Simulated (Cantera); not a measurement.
An isothermal, constant-pressure homogeneous reactor starts with CH4 : N2 = 1 : 2.7 (molar parts), at 1623 K and 60.8 Torr. Integrator tolerance rtol = 1e-08.

Detailed kinetics in Cantera: GRI-Mech 3.0 (53 species, 325 reactions). GRI-Mech 3.0 stops at C3 and has no aromatics, soot or wall deposition, so with more carbon than oxygen in the feed, carbon stays in small species such as C2H2 where larger ones or solid carbon would form.

```json
[
 {"quantity": "x(CH4) at 300 s", "before": "0.00117 (gas-phase equilibrium 0.000871)", "after": "0.265 (gas-phase equilibrium 0.0803)"},
 {"quantity": "x(H) at 300 s", "before": "0.000138 (gas-phase equilibrium 0.000138)", "after": "4.50e-9 (gas-phase equilibrium 3.26e-7)"},
 {"quantity": "x(CH2) at 300 s", "before": "4.29e-9 (gas-phase equilibrium 3.18e-9)", "after": "1.67e-12 (gas-phase equilibrium 1.71e-12)"},
 {"quantity": "x(C2H) at 300 s", "before": "1.74e-7 (gas-phase equilibrium 9.56e-8)", "after": "<1e-12 (gas-phase equilibrium 1.08e-11)"},
 {"quantity": "x(HCN) at 300 s", "before": "5.31e-6 (gas-phase equilibrium 0.0956)", "after": "<1e-12 (gas-phase equilibrium 0.0548)"},
 {"quantity": "x(C2H2) at 300 s", "before": "0.106 (gas-phase equilibrium 0.0581)", "after": "0.00154 (gas-phase equilibrium 0.0398)"},
 {"quantity": "x(H2) at 300 s", "before": "0.317 (gas-phase equilibrium 0.318)", "after": "0.00541 (gas-phase equilibrium 0.219)"}
]
```

**Question.** Name the change that produced these shifts.
(A) pressure from 60.8 Torr to 0.713 Torr
(B) pressure from 60.8 Torr to 18.0 Torr
(C) temperature 1623 to 1200 K
(D) N2 2.7 to 9.8 parts

**Answer.** C, temperature 1623 to 1200 K
